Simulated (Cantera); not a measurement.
Input (Python, Cantera):

```python
import numpy as np
import cantera as ct

surf = ct.Interface("diamond.yaml", "diamond_100")
gas, bulk = surf.adjacent["gas"], surf.adjacent["diamond"]
k = surf.kinetics_species_index(bulk.species_names[0])
cover = ["c6HH", "c6H*", "c6*H", "c6**", "c6HM", "c6B"]

rows, drift = [], 0.0
print(f"{'T':>10s}{'um/h':>11s}" + "".join(f"{s:>11s}" for s in cover))
for v in [925, 1000, 1075, 1150, 1225, 1300, 1375]:
    T, P, xH, xCH3 = v, 2000, 0.015, 0.00031
    gas.TPX = T, P, {"H": xH, "CH3": xCH3, "CH4": 0.015, "H2": 1 - xH - xCH3 - 0.015}
    surf.TP = bulk.TP = T, P
    surf.coverages = "c6H*:0.1, c6HH:0.9"
    surf.advance_coverages(100.0)
    before = surf.coverages
    surf.advance_coverages(100.0)
    drift = max(drift, np.max(np.abs(surf.coverages - before) / (surf.coverages + 1e-9)))
    rate = surf.net_production_rates[k] * bulk.mean_molecular_weight / bulk.density * 3.6e9
    rows.append([rate, *surf[cover].coverages])
    print(f"{v:10.4g}{rate:11.4e}" + "".join(f"{x:11.3e}" for x in rows[-1][1:]))
```

It prints:

```
         T       um/h       c6HH       c6H*       c6*H       c6**       c6HM        c6B
       925 2.1992e+00  6.547e-01  1.205e-02  3.085e-01  5.347e-03  1.523e-02  5.968e-09
      1000 3.1452e+00  5.881e-01  1.811e-02  3.694e-01  9.604e-03  1.078e-02  8.535e-09
      1075 3.7878e+00  5.263e-01  2.518e-02  4.224e-01  1.572e-02  7.013e-03  1.028e-08
      1150 3.2643e+00  4.710e-01  3.298e-02  4.666e-01  2.386e-02  3.407e-03  8.858e-09
      1225 2.0529e+00  4.217e-01  4.112e-02  5.010e-01  3.400e-02  1.103e-03  5.571e-09
      1300 1.4706e+00  3.782e-01  4.926e-02  5.257e-01  4.590e-02  2.899e-04  3.991e-09
      1375 1.4121e+00  3.407e-01  5.719e-02  5.424e-01  5.928e-02  7.357e-05  3.832e-09
```

Detailed kinetics in Cantera: the Harris–Goodwin 1993 mechanism for the reconstructed diamond (100) surface.
